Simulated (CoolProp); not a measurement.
Vapour-liquid equilibrium of methanol (1) + hexamethyldisiloxane (MM) (2) at 348.5 K; x and y are mole fractions of (1).

Computed with CoolProp (multi-fluid Helmholtz-energy mixture model, de Reuck 1993 and Thol 2016; pair parameters Bell 2016).

Give the bubble pressure and the first vapour's composition at x = 0.05, 0.15, 0.75. Is there an azeotrope?

x = 0.05: 0.06091 MPa, y = 0.272; x = 0.15: 0.08820 MPa, y = 0.535; x = 0.75: 0.1495 MPa, y = 0.835. y crosses x between x = 0.85 and 0.95: the model has an azeotrope there.

The pair parameters rest on a limited set of measurements; away from them the model extrapolates. With so large a gap from Raoult's law the liquid may split in two, which this calculation doesn't test in full.
